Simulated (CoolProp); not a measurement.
Vapour-liquid equilibrium of n-butane (1) + acetone (2) at 0.403 MPa; x and y are mole fractions of (1).

Values from CoolProp's multi-fluid Helmholtz-energy mixture model, Bücker 2006 and Lemmon 2006; pair parameters Bell 2016.

Problem. Give the bubble temperature and the first vapour's composition at x = 0.125, 0.65, 0.875. Is there an azeotrope?

Solution. x = 0.125: 345.0 K, y = 0.600; x = 0.65: 319.6 K, y = 0.871; x = 0.875: 316.7 K, y = 0.927. No azeotrope shows between x = 0.05 and 0.95.

Pair parameters are fitted to limited data, so mixtures are less certain than the pure fluids. With so large a gap from Raoult's law the liquid may split in two, which this calculation doesn't test in full.
